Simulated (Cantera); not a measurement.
A Cantera script and its output.

```python
import numpy as np
import cantera as ct

gas = ct.Solution("gri30.yaml")
gas.TPX = 398, 18000, {'CH4': 1, 'O2': 1.33, 'N2': 6.4}
flame = ct.FreeFlame(gas, width=0.13)
flame.set_refine_criteria(ratio=3, slope=0.08, curve=0.16)
flame.transport_model = "mixture-averaged"
flame.solve(loglevel=0, auto=True)
z, T = flame.grid, flame.T
thick = (T[-1] - T[0]) / np.gradient(T, z).max()
show = ['CH4', 'O2', 'C2H4', 'C2H2', 'CO', 'C2H6']
print(f"laminar burning velocity  {flame.velocity[0] * 100:.3f} cm/s")
print(f"burnt temperature         {T[-1]:.1f} K")
print(f"thermal thickness         {thick * 1e3:.4f} mm")
print(f"grid points               {len(z)}")
z0 = z[flame.heat_release_rate.argmax()]
print(f"{'z/mm':>9s}{'T/K':>9s}{'u/(m/s)':>9s}" + "".join(f"{s:>11s}" for s in show))
rows = []
for k in (-3, -2, -1.5, -1, -0.5, -0.25, 0, 0.25, 0.5, 1, 2, 4, 8):
    zz = z0 + k * thick
    rows.append([k * thick, np.interp(zz, z, T), np.interp(zz, z, flame.velocity),
                 *(np.interp(zz, z, flame.X[gas.species_index(s)]) for s in show)])
    print(f"{rows[-1][0] * 1e3:9.3f}{rows[-1][1]:9.1f}{rows[-1][2]:9.3f}" + "".join(f"{x:11.3e}" for x in rows[-1][3:]))
```

It prints:

```
laminar burning velocity  16.296 cm/s
burnt temperature         1772.4 K
thermal thickness         6.2938 mm
grid points               122
     z/mm      T/K  u/(m/s)        CH4         O2       C2H4       C2H2         CO       C2H6
  -18.881    399.0    0.164  1.139e-01  1.516e-01  1.876e-07  8.599e-08  1.853e-05  1.256e-07
  -12.588    404.7    0.167  1.128e-01  1.504e-01  1.916e-06  8.467e-07  1.429e-04  1.434e-06
   -9.441    427.3    0.178  1.104e-01  1.482e-01  1.290e-05  5.482e-06  7.129e-04  1.094e-05
   -6.294    542.2    0.229  1.011e-01  1.388e-01  1.162e-04  4.715e-05  4.405e-03  1.165e-04
   -3.147    939.0    0.405  6.912e-02  1.015e-01  8.243e-04  3.284e-04  2.238e-02  9.292e-04
   -1.573   1263.8    0.552  4.056e-02  6.461e-02  1.599e-03  7.340e-04  4.146e-02  1.336e-03
    0.000   1563.5    0.690  1.328e-02  2.509e-02  1.313e-03  1.630e-03  6.217e-02  3.456e-04
    1.573   1699.6    0.752  3.033e-03  5.996e-03  2.710e-04  1.887e-03  7.034e-02  2.213e-05
    3.147   1738.9    0.769  1.083e-03  1.362e-03  4.407e-05  1.544e-03  7.083e-02  2.685e-06
    6.294   1758.3    0.777  4.287e-04  1.123e-04  4.502e-06  1.135e-03  6.961e-02  2.694e-07
   12.588   1766.8    0.780  2.620e-04  4.160e-06  1.009e-06  8.250e-04  6.867e-02  4.834e-08
   25.175   1770.6    0.782  2.305e-04  2.546e-07  4.761e-07  6.132e-04  6.847e-02  1.578e-08
   50.351   1772.2    0.783  2.314e-04  6.078e-08  2.912e-07  4.531e-04  6.862e-02  6.642e-09
```

Cantera simulation using GRI-Mech 3.0 (53 species, 325 reactions); the numbers are that mechanism's predictions, not measurements. Burning velocities carry a grid error of a few per cent, more on coarse grids.
